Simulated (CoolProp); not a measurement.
Chlorine along the isobar 79 bar: fugacity coefficient from the reference equation and from simpler models built on Tc = 416.9 K, pc = 76.42 bar, ω = 0.070; each cubic takes its own stable root.

Computed with CoolProp (reference Helmholtz-energy equation of state, Thol 2021).

```
T (K)   phase  reference
-----  ------  ---------
254    liquid    0.02686
262.3  liquid    0.03607
270.5  liquid    0.04724
278.7  liquid    0.06068
286.9  liquid    0.07657
295.1  liquid    0.09506
303.4  liquid     0.1166
311.6  liquid     0.1407
319.8  liquid     0.1676
328    liquid     0.1974
336.2  liquid     0.2301
344.4  liquid     0.2655
352.7  liquid     0.3039
360.9  liquid     0.3444
369.1  liquid     0.3870
377.3  liquid     0.4316
```

Problem. How far does each simpler model (van der Waals, Redlich-Kwong) lie from the reference over these 16 states: mean and median of the absolute difference, and the worst?

Solution. 
- van der Waals: mean 110.9 %, median 84.7 %, worst +299.5 % at 254 K and 79 bar
- Redlich-Kwong: mean 3.8 %, median 4.1 %, worst +5.1 % at 311.6 K and 79 bar
